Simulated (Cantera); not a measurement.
Input: 1 mol CH3SiCl3, 1.1 mol HCl, 12 mol H2, held at 0.133 bar.

Cantera equilibrium calculation (NASA polynomials, part measured and part estimated; ideal gas, pure solids and liquids). Candidate condensed phases: C, C6H6, C7H8, C8H18, Si, SiC; 109 gas species. The feed counts by its element totals alone. Gases not in the tables: Si2H6 and higher silanes. Kinetics and transport are ignored.

Task: What share of the Si ends up in condensed phases as a function of T (°C), at 1827, 1852, 1877, 1902, 1927, 1952, 1977, 2002, 2027, 2052, 2077, 2102, 2127?

Result: 
```
T (°C)  Si condensed (%)      as
------  ----------------  ------
1827                80.6  SiC(s)
1852                79.6  SiC(s)
1877                78.6  SiC(s)
1902                77.5  SiC(s)
1927                76.4  SiC(s)
1952                75.1  SiC(s)
1977                73.8  SiC(s)
2002                72.3  SiC(s)
2027                70.6  SiC(s)
2052                68.7  SiC(s)
2077                66.5  SiC(s)
2102                63.9  SiC(s)
2127                60.8  SiC(s)
```
